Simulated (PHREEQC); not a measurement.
Solution (40 °C): 0.0063 mol/kgw Cu(NO3)2. It is in equilibrium with CO2 at log p = -2 (atm). Otherwise closed; pH follows from the charge balance.

Computed with PHREEQC (ion-association model, wateq4f.dat).

Each row changes one thing in this solution. This is a speciation only: nothing precipitates in the calculation.

```csv
case,pH,CO2 (mol/kgw),HCO3- (mol/kgw)
as made,4.58,0.000236,5.17e-6
Cu(NO3)2 from 0.0063 to 0.00063 mol/kgw,4.89,0.000237,9.65e-6
Cu(NO3)2 from 0.0063 to 0.00126 mol/kgw,4.83,0.000237,8.57e-6
temperature from 40 to 65 °C,4.38,0.000152,2.13e-6
Cu(NO3)2 from 0.0063 to 0.00567 mol/kgw,4.60,0.000236,5.39e-6
Cu(NO3)2 from 0.0063 to 0.00693 mol/kgw,…,0.000236,4.98e-6
Cu(NO3)2 replaced by Sr(NO3)2 at the same molality,…,0.000236,1.19e-5
```

Q: Fill in the missing entries.

A: 
- Cu(NO3)2 from 0.0063 to 0.00693 mol/kgw, pH: 4.56
- Cu(NO3)2 replaced by Sr(NO3)2 at the same molality, pH: 4.94

At this temperature some constants are extrapolated from 25 °C, and those without enthalpy data are left unchanged.
